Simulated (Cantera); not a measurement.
Input (Python, Cantera) and output of one run.

```python
import numpy as np
import cantera as ct

gas_names = """
    CL CL2 H HCL H2 Si SiCL SiCL2 SiCL3 SiCL4 SiH SiHCL3 SiH2 SiH2CL2 SiH3 SiH3CL SiH4 Si2 Si3
""".split()
cond_names = """
    Si(cr) Si(L)
""".split()


def load(file, names, dense=False):
    # The tables refer to 1 bar. Condensed volumes are neglected.
    table = {s.name: s for s in ct.Species.list_from_file(file)}
    out = []
    for n in names:
        d = dict(table[n].input_data)
        d["thermo"] = dict(d["thermo"], **{"reference-pressure": 1e5})
        if dense:
            d["equation-of-state"] = {"model": "constant-volume", "density": "1e6 g/cm^3"}
        out.append(ct.Species.from_dict(d))
    return out


gas = ct.Solution(thermo="ideal-gas", species=load("nasa_gas.yaml", gas_names))
cond = {s.name: ct.Solution(thermo="fixed-stoichiometry", species=[s], name=s.name)
        for s in load("nasa_condensed.yaml", cond_names, dense=True)}
atoms = {
    'Si': {'Si': 1},
    'HCl': {'H': 1, 'CL': 1},
    'H2': {'H': 2},
}
top_T = {}  # K; cautious upper limits of use, not melting points


def equilibrate(T, P, feed):
    n = {}
    for name, mol in feed.items():
        for a, k in atoms[name].items():
            n[a] = n.get(a, 0.0) + k * mol
    gas.TPX = T, P, n
    mass = sum(n.values()) * gas.mean_molecular_weight
    gas.equilibrate("TP")
    valid = [c for c in cond.values() if c.min_temp <= T <= top_T.get(c.name, c.max_temp)]
    mix = ct.Mixture([(gas, mass / gas.mean_molecular_weight)] + [(c, 0.0) for c in valid])
    mix.T, mix.P = T, P
    mix.equilibrate("TP", solver="vcs", rtol=1e-11, max_steps=5000)
    return mix


results = []
feed = {'Si': 1, 'HCl': 1.6, 'H2': 8.1}  # mol
T = 1275  # K
for P in [10000, 26000, 67000, 170000, 450000, 1200000, 3000000]:
    mix = equilibrate(T, P, feed)
    results.append((T, P, feed, dict(zip(mix.species_names, mix.species_moles))))
    x = sorted(zip(gas.X, gas.species_names), reverse=True)
    print(f"T = {T:g} K  P = {P:g} Pa  gas = {mix.phase_moles(0):.4g} mol")
    print("   x: " + "  ".join(f"{s} {v:.3e}" for v, s in x if v > 0.0001))
    print("   condensed (mol): " + ("  ".join(f"{mix.phase(i).name} {mix.phase_moles(i):.4g}"
          for i in range(1, mix.n_phases) if mix.phase_moles(i) > 1e-12) or "none"))
```

It prints:

```
T = 1275 K  P = 10000 Pa  gas = 9.533 mol
   x: H2 8.956e-01  HCL 7.025e-02  SiCL2 1.428e-02  SiCL4 9.809e-03  SiHCL3 5.048e-03  SiCL3 4.641e-03  SiH2CL2 3.600e-04
   condensed (mol): Si(cr) 0.6745
T = 1275 K  P = 26000 Pa  gas = 9.477 mol
   x: H2 9.048e-01  HCL 5.938e-02  SiCL4 1.275e-02  SiCL2 1.010e-02  SiHCL3 7.844e-03  SiCL3 4.450e-03  SiH2CL2 6.688e-04
   condensed (mol): Si(cr) 0.6604
T = 1275 K  P = 67000 Pa  gas = 9.424 mol
   x: H2 9.131e-01  HCL 4.892e-02  SiCL4 1.487e-02  SiHCL3 1.120e-02  SiCL2 6.794e-03  SiCL3 3.940e-03  SiH2CL2 1.170e-03
   condensed (mol): Si(cr) 0.6418
T = 1275 K  P = 170000 Pa  gas = 9.377 mol
   x: H2 9.199e-01  HCL 3.957e-02  SiCL4 1.591e-02  SiHCL3 1.493e-02  SiCL2 4.412e-03  SiCL3 3.285e-03  SiH2CL2 1.942e-03
   condensed (mol): Si(cr) 0.6198
T = 1275 K  P = 450000 Pa  gas = 9.331 mol
   x: H2 9.253e-01  HCL 3.110e-02  SiHCL3 1.907e-02  SiCL4 1.588e-02  SiH2CL2 3.175e-03  SiCL2 2.709e-03  SiCL3 2.572e-03  SiH3CL 1.476e-04
   condensed (mol): Si(cr) 0.5935
T = 1275 K  P = 1.2e+06 Pa  gas = 9.288 mol
   x: H2 9.291e-01  HCL 2.398e-02  SiHCL3 2.321e-02  SiCL4 1.484e-02  SiH2CL2 5.032e-03  SiCL3 1.912e-03  SiCL2 1.604e-03  SiH3CL 3.047e-04
   condensed (mol): Si(cr) 0.5643
T = 1275 K  P = 3e+06 Pa  gas = 9.25 mol
   x: H2 9.311e-01  SiHCL3 2.671e-02  HCL 1.852e-02  SiCL4 1.316e-02  SiH2CL2 7.510e-03  SiCL3 1.390e-03  SiCL2 9.553e-04  SiH3CL 5.899e-04
   condensed (mol): Si(cr) 0.5344
```

Cantera equilibrium calculation (NASA polynomials, part measured and part estimated; ideal gas, pure solids and liquids). The tables' values for SiCl3 are old estimates; treat these amounts as uncertain. Gases not in the tables: Si2H6 and higher silanes.
